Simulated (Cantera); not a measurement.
A closed system holds: 1 mol PH3, 0.033 mol H2O, 0.083 mol O2, at 2150 K and 4400000 Pa.

Cantera equilibrium calculation (NASA polynomials, part measured and part estimated; ideal gas, pure solids and liquids). Candidate condensed phases: H2O, P, P4O10; 17 gas species. The ideal-gas law is rough above about 30 bar. Gases not in the tables: HPO2, HPO3 and P4O6. Rates play no part.

Base state: H2 0.671, P2 0.217, H2O 0.0871, P4 0.0124, PO 0.00873, PH3 0.00143, PO2 0.00142, H 0.000521 (mole fractions); condensed: gas only.

What changes in the equilibrium state with this change: temperature from 2150 K to 1548.15 K?


```tsv
species	before	after
H2	0.671	0.722
H2O	0.0871	0.108
P4	0.0124	0.106
P2	0.217	0.0596
P	8.26e-5	1.95e-7
H	0.000521	3.95e-6
```
